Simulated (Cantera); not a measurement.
A perfectly stirred reactor is fed with CH4 : C2H6 : C3H8 : O2 : N2 = 1 : 0.36 : 0.098 : 3.12 : 11.8 (molar parts), equivalence ratio 1.2, at 9.87 atm; it is adiabatic with a 700 K inlet, and is followed from long to short residence time, starting on the burning branch (τ in s: 0.094, 0.036, 0.013, 0.005, 0.0019, 0.00071, 0.00027, 0.0001, 3.8e-05, 1.4e-05).

Cantera simulation using GRI-Mech 3.0 (53 species, 325 reactions); the numbers are that mechanism's predictions, not measurements.

Q: What does this change do: C2H6 0.36 to 0.48 parts?

A: 
```tsv
quantity	before	after
blow-out, bracketed by the residence times tried	burning at 14.0 µs, the shortest tried	burning at 38.0 µs, out at 14.0 µs
x(CH4) at τ = 94.0 ms	1.62e-6	9.34e-6
x(C2H6) at τ = 94.0 ms	1.01e-8	2.18e-8
x(C3H8) at τ = 94.0 ms	3.33e-9	4.62e-9
x(H2) at τ = 94.0 ms	0.0228	0.0429
x(CO2) at τ = 94.0 ms	0.0654	0.0515
x(CH4) at τ = 0.710 ms	5.48e-5	0.000252
x(C2H6) at τ = 0.710 ms	1.11e-6	2.43e-6
x(C3H8) at τ = 0.710 ms	3.04e-7	4.32e-7
x(H2) at τ = 0.710 ms	0.0234	0.0422
x(CO2) at τ = 0.710 ms	0.0639	0.0509
```
